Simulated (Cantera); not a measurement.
## Pb + CO + H2 + N2 (iron carbonyl, mercury and lead vapours)

A closed system holds: 1 mol Pb, 0.05 mol CO, 0.41 mol H2, 0.086 mol N2, at 210000 Pa.

These are equilibrium values from Cantera (NASA tables, ideal gas, pure condensed phases), not measurements of a reactor. Candidate condensed phases: C, C6H6, C7H8, C8H18, H2O, Pb, PbO, PbO2, Pb3O4; 139 gas species. Kinetics and transport are ignored.

From 775 °C to 1375 °C the condensed part is Pb(l). The main Pb-bearing gas is Pb throughout.

```json
[
 {"T (°C)": "775", "x H2": "0.704", "x N2": "0.168", "x CO": "0.0610", "x Pb": "2.13e-5", "x CH4": "0.0336", "x H2O": "0.0305", "n Pb(l)": "1.000"},
 {"T (°C)": "825", "x H2": "0.721", "x N2": "0.164", "x CO": "0.0725", "x Pb": "5.56e-5", "x CH4": "0.0210", "x H2O": "0.0191", "n Pb(l)": "1.000"},
 {"T (°C)": "875", "x H2": "0.732", "x N2": "0.162", "x CO": "0.0797", "x Pb": "0.000133", "x CH4": "0.0131", "x H2O": "0.0120", "n Pb(l)": "1.000"},
 {"T (°C)": "925", "x H2": "0.739", "x N2": "0.160", "x CO": "0.0841", "x Pb": "0.000297", "x CH4": "0.00830", "x H2O": "0.00767", "n Pb(l)": "1.000"},
 {"T (°C)": "975", "x H2": "0.743", "x N2": "0.159", "x CO": "0.0868", "x Pb": "0.000619", "x CH4": "0.00537", "x H2O": "0.00501", "n Pb(l)": "1.000"},
 {"T (°C)": "1025", "x H2": "0.745", "x N2": "0.158", "x CO": "0.0883", "x Pb": "0.00122", "x CH4": "0.00355", "x H2O": "0.00335", "n Pb(l)": "0.999"},
 {"T (°C)": "1075", "x H2": "0.746", "x N2": "0.158", "x CO": "0.0892", "x Pb": "0.00227", "x CH4": "0.00241", "x H2O": "0.00231", "n Pb(l)": "0.999"},
 {"T (°C)": "1125", "x H2": "0.745", "x N2": "0.157", "x CO": "0.0897", "x Pb": "0.00406", "x CH4": "0.00166", "x H2O": "0.00163", "n Pb(l)": "0.998"},
 {"T (°C)": "1175", "x H2": "0.744", "x N2": "0.157", "x CO": "0.0899", "x Pb": "0.00695", "x CH4": "0.00117", "x H2O": "0.00118", "n Pb(l)": "0.996"},
 {"T (°C)": "1225", "x H2": "0.741", "x N2": "0.156", "x CO": "0.0897", "x Pb": "0.0115", "x CH4": "0.000824", "x H2O": "0.000883", "n Pb(l)": "0.994"},
 {"T (°C)": "1275", "x H2": "0.736", "x N2": "0.155", "x CO": "0.0893", "x Pb": "0.0183", "x CH4": "0.000582", "x H2O": "0.000680", "n Pb(l)": "0.990"},
 {"T (°C)": "1325", "x H2": "0.729", "x N2": "0.153", "x CO": "0.0885", "x Pb": "0.0284", "x CH4": "0.000407", "x H2O": "0.000541", "n Pb(l)": "0.984"},
 {"T (°C)": "1375", "x H2": "0.718", "x N2": "0.151", "x CO": "0.0872", "x Pb": "0.0428", "x CH4": "0.000280", "x H2O": "0.000444", "n Pb(l)": "0.976"}
]
```
x: gas mole fraction; n: condensed amount in mol.
